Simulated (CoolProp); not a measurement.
2000 sccm (0 °C, 1 atm) of nitrogen bubbles through liquid R1336mzz(Z) at 286.3 K and leaves saturated at a total pressure of 0.15 MPa (ideal gas phase). Each further row changes one setting.

Computed with CoolProp (reference Helmholtz-energy equation of state, McLinden 2020).

```json
[
 {"case": "as stated", "vapour pressure (kPa)": "45.2", "mole fraction of vapour": "0.301", "delivery (mg/min)": "6310", "delivery (sccm)": "862", "change of delivery for a bath 1 K warmer (%)": "6.4"},
 {"case": "bath temperature 291.3 K", "vapour pressure (kPa)": "55.8", "mole fraction of vapour": "0.372", "delivery (mg/min)": "8680", "delivery (sccm)": "1190", "change of delivery for a bath 1 K warmer (%)": "6.9"},
 {"case": "total pressure 0.3 MPa", "vapour pressure (kPa)": "45.2", "mole fraction of vapour": "0.151", "delivery (mg/min)": "2600", "delivery (sccm)": "355", "change of delivery for a bath 1 K warmer (%)": "5.2"}
]
```
